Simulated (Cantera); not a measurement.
Feed: 1 mol H2S, 0.42 mol H2, at 0.00133 bar.

Cantera equilibrium calculation (NASA polynomials, part measured and part estimated; ideal gas, pure solids and liquids). Candidate condensed phases: S; 7 gas species. Equilibrium is a limit: real reactors are often held back by kinetics, nucleation or transport.

x: gas mole fraction; nothing condenses.

| T (°C) | x H | x H2 | x S | x S2 | x SH | x H2S |
|---|---|---|---|---|---|---|
| 1577 | 0.0124 | 0.706 | 0.0146 | 0.235 | 0.0203 | 0.0115 |
| 1677 | 0.0260 | 0.688 | 0.0294 | 0.223 | 0.0250 | 0.00806 |
| 1777 | 0.0504 | 0.658 | 0.0540 | 0.203 | 0.0291 | 0.00560 |
| 1877 | 0.0902 | 0.609 | 0.0907 | 0.174 | 0.0317 | 0.00375 |
| 1977 | 0.150 | 0.541 | 0.138 | 0.137 | 0.0318 | 0.00236 |
| 2077 | [?] | [?] | [?] | [?] | [?] | [?] |
| 2177 | 0.328 | 0.356 | 0.234 | 0.0584 | 0.0232 | 0.000682 |
| 2277 | 0.434 | 0.258 | 0.261 | 0.0312 | 0.0167 | 0.000304 |
| 2377 | 0.532 | 0.172 | 0.270 | 0.0154 | 0.0109 | 0.000121 |
| 2477 | [?] | [?] | 0.270 | [?] | [?] | [?] |
| 2577 | 0.663 | 0.0620 | 0.267 | 0.00374 | 0.00406 | 1.62e-5 |
| 2677 | 0.696 | 0.0354 | 0.264 | 0.00196 | 0.00247 | 5.87e-6 |
| 2777 | 0.715 | 0.0202 | 0.263 | 0.00108 | 0.00152 | 2.20e-6 |
| 2877 | 0.725 | 0.0117 | 0.262 | 0.000618 | 0.000960 | 8.61e-7 |

Some entries are withheld; supply them.


- 2477, x H: 0.610
- 2477, x H2: 0.106
- 2477, x S2: 0.00748
- 2477, x SH: 0.00672
- 2477, x H2S: 4.49e-5
- 2077, x H: 0.230
- 2077, x H2: 0.454
- 2077, x S: 0.190
- 2077, x S2: 0.0958
- 2077, x SH: 0.0288
- 2077, x H2S: 0.00135
